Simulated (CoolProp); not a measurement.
Properties of chloromethane (R40) along the isotherm 461.4 K (Tc = 418.6 K, pc = 6929 kPa, ω = 0.150).

Computed with CoolProp (reference Helmholtz-energy equation of state, Thol 2014).

| p (kPa) | phase | density (kg/m³) | speed of sound (m/s) |
|---|---|---|---|
| 346 | gas | 4.615 | 297.8 |
| 693 | gas | 9.372 | 295.1 |
| 1040 | gas | 14.27 | [?] |
| 1390 | gas | 19.35 | 289.7 |
| 1730 | gas | [?] | [?] |
| 2080 | gas | 29.85 | [?] |
| 2430 | gas | [?] | 281.4 |
| 2770 | gas | 41.05 | [?] |
| 3120 | gas | 47.04 | 275.7 |
| 3460 | gas | [?] | 272.9 |

**Question.** Some entries are withheld; supply them.

**Answer.** 
- 1040, speed of sound (m/s): 292.4
- 1730, density (kg/m³): 24.44
- 1730, speed of sound (m/s): 287.0
- 2080, speed of sound (m/s): 284.2
- 2430, density (kg/m³): 35.44
- 2770, speed of sound (m/s): 278.6
- 3460, density (kg/m³): 53.07
